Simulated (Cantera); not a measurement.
Mixture: CO : H2 : O2 : N2 = 1 : 0.64 : 1 : 6.2 (molar parts), equivalence ratio 0.82, at 4.50 bar, adiabatic and at constant volume. Ignition delay is the time to a rise of 400 K.

Computed with Cantera and GRI-Mech 3.0 (53 species, 325 reactions). The hydrogen kinetics of GRI-Mech 3.0 are dated; newer H2 mechanisms differ, most at raised pressure. Below about 950 K walls govern HO2 and H2O2 in real vessels. Where the delays flatten at high temperature, the 400 K rule measures the pace of heat release, not the induction time.

Q: What does this change do: constant pressure in place of constant volume?

A: 
```json
[
 {"quantity": "delay at 948 K", "before": "23.9 ms", "after": "27.3 ms"},
 {"quantity": "delay at 1148 K", "before": "54.2 µs", "after": "56.8 µs"},
 {"quantity": "delay at 1348 K", "before": "11.1 µs", "after": "12.5 µs"},
 {"quantity": "delay at 1548 K", "before": "6.34 µs", "after": "7.75 µs"},
 {"quantity": "delay at 1748 K", "before": "5.12 µs", "after": "6.75 µs"}
]
```

Q: What does this change do: pressure from 4.50 bar to 2.50 bar?

A: 
| quantity | before | after |
|---|---|---|
| delay at 948 K | 23.9 ms | 19.7 ms |
| delay at 1148 K | 54.2 µs | 58.1 µs |
| delay at 1348 K | 11.1 µs | 19.9 µs |
| delay at 1548 K | 6.34 µs | 13.1 µs |
| delay at 1748 K | 5.12 µs | 11.8 µs |
